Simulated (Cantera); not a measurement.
Input: 1 mol Fe(CO)₅, 2 mol O₂, 13 mol H₂, equilibrated at 10000 Pa.

These are equilibrium values from Cantera (NASA tables, ideal gas, pure condensed phases), not measurements of a reactor. Candidate condensed phases: C, C₆H₆, C₇H₈, C₈H₁₈, Fe, Fe(CO)₅, FeO, Fe(OH)₂, Fe(OH)₃, Fe₂O₃, Fe₃O₄, H₂O; 114 gas species. Mutual solubility and eutectic melting of coexisting phases are not modelled. The tables' stoichiometric FeO is somewhat more stable than real wüstite, so its field is too wide. FeO: taken at fixed stoichiometry. Rates play no part.

x: gas mole fraction; n: condensed amount in mol.

```tsv
T (K)	x H₂	x CO	x H₂O	x CO₂	x H	x CH₄	n Fe(α)	n FeO(s)	n Fe(γ)
1073	0.596	0.226	0.127	0.0520	3.42e-8	2.25e-5	0.214	0.786	0
1123	0.583	0.228	0.139	0.0496	1.03e-7	6.32e-6	0.392	0.608	0
1173	0.572	0.230	0.150	0.0476	2.82e-7	1.97e-6	0.566	0.434	0
1223	0.560	0.232	0.162	0.0459	?	?	0	?	?
1273	0.549	0.233	0.173	0.0443	1.67e-6	2.51e-7	0	0.0926	0.907
1323	0.542	0.236	0.180	0.0422	?	?	0	0	1.000
1373	0.539	0.238	0.183	0.0393	7.73e-6	4.82e-8	0	0	1.000
1423	0.537	0.241	0.185	0.0368	1.54e-5	2.36e-8	0	0	1.000
1473	0.534	0.243	0.188	0.0345	2.92e-5	1.22e-8	0	0	1.000
1523	0.533	0.245	0.190	0.0325	5.33e-5	6.56e-9	0	0	1.000
1573	0.531	0.247	0.191	0.0308	9.37e-5	3.68e-9	0	0	1.000
```

Complete the blanks.


- 1323, x H: 3.69e-6
- 1323, x CH₄: 1.04e-7
- 1223, x H: 7.12e-7
- 1223, x CH₄: 6.74e-7
- 1223, n FeO(s): 0.259
- 1223, n Fe(γ): 0.741
